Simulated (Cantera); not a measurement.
Cantera run, input and output.

```python
import numpy as np
import cantera as ct

gas = ct.Solution("h2o2.yaml")
gas.TPX = 400, 95000, {'H2': 1, 'O2': 0.2, 'N2': 0.752, 'H2O': 0.32}
flame = ct.FreeFlame(gas, width=0.041)
flame.set_refine_criteria(ratio=3, slope=0.08, curve=0.16)
flame.transport_model = "mixture-averaged"
flame.solve(loglevel=0, auto=True)
z, T = flame.grid, flame.T
thick = (T[-1] - T[0]) / np.gradient(T, z).max()
show = ['H2', 'O2', 'H2O', 'OH', 'HO2', 'H2O2']
print(f"laminar burning velocity  {flame.velocity[0] * 100:.3f} cm/s")
print(f"burnt temperature         {T[-1]:.1f} K")
print(f"thermal thickness         {thick * 1e3:.4f} mm")
print(f"grid points               {len(z)}")
z0 = z[flame.heat_release_rate.argmax()]
print(f"{'z/mm':>9s}{'T/K':>9s}{'u/(m/s)':>9s}" + "".join(f"{s:>11s}" for s in show))
rows = []
for k in (-3, -2, -1.5, -1, -0.5, -0.25, 0, 0.25, 0.5, 1, 2, 4, 8):
    zz = z0 + k * thick
    rows.append([k * thick, np.interp(zz, z, T), np.interp(zz, z, flame.velocity),
                 *(np.interp(zz, z, flame.X[gas.species_index(s)]) for s in show)])
    print(f"{rows[-1][0] * 1e3:9.3f}{rows[-1][1]:9.1f}{rows[-1][2]:9.3f}" + "".join(f"{x:11.3e}" for x in rows[-1][3:]))
```

Output:

```
laminar burning velocity  276.547 cm/s
burnt temperature         1715.5 K
thermal thickness         0.3749 mm
grid points               111
     z/mm      T/K  u/(m/s)         H2         O2        H2O         OH        HO2       H2O2
   -1.125    400.0    2.765  4.401e-01  8.803e-02  1.408e-01  2.355e-14  5.720e-11  5.492e-12
   -0.750    400.0    2.765  4.401e-01  8.803e-02  1.409e-01  1.105e-12  3.820e-09  3.861e-10
   -0.562    400.2    2.766  4.399e-01  8.806e-02  1.409e-01  1.690e-11  8.122e-08  8.414e-09
   -0.375    401.9    2.774  4.389e-01  8.822e-02  1.412e-01  7.830e-10  1.784e-06  1.869e-07
   -0.187    453.4    3.079  4.276e-01  8.900e-02  1.459e-01  1.539e-05  2.335e-04  2.293e-05
   -0.094    683.9    4.527  4.000e-01  8.247e-02  1.697e-01  3.896e-04  3.568e-04  5.525e-05
    0.000   1000.0    6.488  3.574e-01  6.349e-02  2.163e-01  5.010e-04  1.393e-04  1.435e-05
    0.094   1232.3    7.931  3.130e-01  3.665e-02  2.705e-01  8.638e-04  5.973e-05  1.469e-06
    0.187   1364.4    8.765  2.836e-01  1.571e-02  3.104e-01  1.132e-03  2.294e-05  5.887e-07
    0.375   1472.6    9.434  2.679e-01  2.120e-03  3.370e-01  1.208e-03  2.838e-06  3.184e-07
    0.750   1547.8    9.871  2.705e-01  1.363e-04  3.424e-01  1.133e-03  1.853e-07  2.043e-07
    1.500   1611.9   10.233  2.761e-01  2.896e-05  3.444e-01  9.126e-04  4.778e-08  1.123e-07
    2.999   1659.4   10.496  2.804e-01  1.183e-05  3.460e-01  6.361e-04  2.157e-08  5.136e-08
```

Detailed kinetics in Cantera: the H2/O2 subset of GRI-Mech 3.0, which has no nitrogen chemistry. Burning velocities carry a grid error of a few per cent, more on coarse grids.
